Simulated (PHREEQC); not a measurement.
Ca(OH)2 is added in steps, without added water, to 1 kg of water holding 0.0032 mol/kgw HF, 7.9e-05 mol/kgw NH4F and 0.002 mol/kgw H2SO4, at 25 °C. O2 is buffered at 0.21 atm. No CO2 enters from the air. Solids allowed: Gypsum, Fluorite. Others were left out.

Base run: PHREEQC, ion-association model, phreeqc.dat. Each further column changes one thing. The table gives F in solution (mol/kgw).

```csv
Ca(OH)2 added (mol),base,database wateq4f.dat,all activity coefficients set to 1,Davies equation for every ion,metal-ligand complexes left out
0,0.00328,0.00328,0.00328,0.00328,0.00328
0.0004125,0.00283,0.00284,0.00278,0.00283,0.00279
0.000825,0.00219,0.00220,0.00213,0.00219,0.00214
0.001375,0.00149,0.00150,0.00142,0.00149,0.00144
0.001788,0.00110,0.00110,0.00103,0.00109,0.00105
0.0022,0.000792,0.000799,0.000733,0.000792,0.000753
0.002612,0.000556,0.000562,0.000506,0.000556,0.000526
0.003025,0.000367,0.000371,0.000326,0.000367,0.000346
0.003575,0.000163,0.000166,0.000134,0.000164,0.000155
0.003987,0.000144,0.000147,0.000116,0.000145,0.000137
0.0044,0.000136,0.000138,0.000107,0.000136,0.000130
```

 phreeqc.dat and wateq4f.dat share most of their constants, so their agreement is no independent check. Solids allowed in the column 'database wateq4f.dat': Gypsum, Fluorite, Portlandite.
